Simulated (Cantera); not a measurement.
**Pyrogenic steam for wet oxidation**

An isothermal, constant-pressure homogeneous reactor starts with 11.7 % H₂, 8.33 % O₂, 80.0 % N₂, at 1375 K and 100.0 Torr.

Model: the H2/O2 subset of GRI-Mech 3.0, which has no nitrogen chemistry, integrated in Cantera. The temperature is held fixed by assumption; the heat of reaction is taken as removed at once.

```tsv
t (s)	x H₂	x O₂	x OH	x H₂O	x HO₂	x H
0.000600	0.0146	0.0361	0.00463	0.0774	2.68e-6	0.0467
0.00135	0.0126	0.0340	0.00418	0.0886	2.66e-6	0.0321
0.00304	0.00881	0.0308	0.00331	0.103	2.54e-6	0.0153
0.00684	0.00412	0.0279	0.00215	0.116	2.26e-6	0.00413
0.0154	0.00114	0.0267	0.00110	0.122	1.66e-6	0.000556
0.0346	0.000221	0.0265	0.000478	0.123	7.11e-7	4.60e-5
0.0780	4.40e-5	0.0265	0.000215	0.124	1.97e-7	4.12e-6
0.175	1.12e-5	0.0265	0.000109	0.124	5.72e-8	5.38e-7
0.395	3.61e-6	0.0265	6.24e-5	0.124	2.16e-8	9.97e-8
0.889	1.44e-6	0.0265	3.94e-5	0.124	1.24e-8	2.52e-8
2.00	7.81e-7	0.0265	2.91e-5	0.124	1.06e-8	1.02e-8
```
x: mole fraction; the columns are a selection and need not sum to one.

Equilibrium at this temperature and pressure: H₂ 6.41e-7, O₂ 0.0265, OH 2.63e-5, H₂O 0.124, HO₂ 1.05e-8, H 7.57e-9 (gas phase only).
